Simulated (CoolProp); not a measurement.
A simple Rankine cycle with isobutane: condensing at 289.15 K, boiler at 3.01 MPa, turbine inlet 411.7 K, turbine efficiency 0.65, pump efficiency 0.6, no recuperator. Each further row changes one setting.

Computed with CoolProp (reference Helmholtz-energy equation of state, Bücker 2006).

| case | thermal efficiency (%) | net work (kJ/kg) | heat in (kJ/kg) | turbine exit temperature (K) | volume ratio over the turbine |
|---|---|---|---|---|---|
| as stated | 12.0 | 60.0 | 499 | 344.1 | 14.2 |
| turbine inlet 431.7 K | 12.1 | 67.7 | 558 | 370.2 | 13.0 |
| condensing temperature 281.15 K | 13.0 | 67.2 | 518 | 339.4 | 18.3 |
| boiler pressure 2.11 MPa | 11.0 | 58.6 | 533 | 362.1 | 8.64 |
| turbine efficiency 0.55 | 9.9 | 49.5 | 499 | 349.5 | 14.5 |
